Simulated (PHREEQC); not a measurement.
**Brine: speciation**

Dissolve 3.4 mol NaCl and 0.0072 mol Na2B4O7 per kg of water at 25 °C. Closed to the air; pH follows from the charge balance.

All values are PHREEQC results (Pitzer model, pitzer.dat), not measurements.

Each row changes one thing in this solution. Precipitation was switched off in this run.

| case | pH | SI of Halite (NaCl) |
|---|---|---|
| as made | 8.48 | -0.78 |
| diluted 10-fold with water | 8.99 | -2.83 |
| Na2B4O7 from 0.0072 to 0.0108 mol/kgw | 8.48 | -0.78 |
| diluted 2-fold with water | 8.71 | -1.48 |
| Na2B4O7 left out | 6.65 | -0.78 |

Species that the database lacks are ignored. In brines, pH and single-ion activities rest on the MacInnes convention.
